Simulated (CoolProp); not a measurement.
Values from CoolProp's reference Helmholtz-energy equation of state, Thol 2017.

Q: Give the vapour pressure (MPa), enthalpy of vaporisation (kJ/kg), liquid cp (kJ/(kg K)), vapour Z of saturated octamethyltrisiloxane (MDM) at 514.8, 543.1 K.

A: 
| T (K) | p (MPa) | enthalpy of vaporisation (kJ/kg) | liquid cp (kJ/(kg K)) | vapour Z |
|---|---|---|---|---|
| 514.8 | 0.651 | 101 | 2.46 | 0.708 |
| 543.1 | 1.03 | 71.5 | 2.83 | 0.565 |
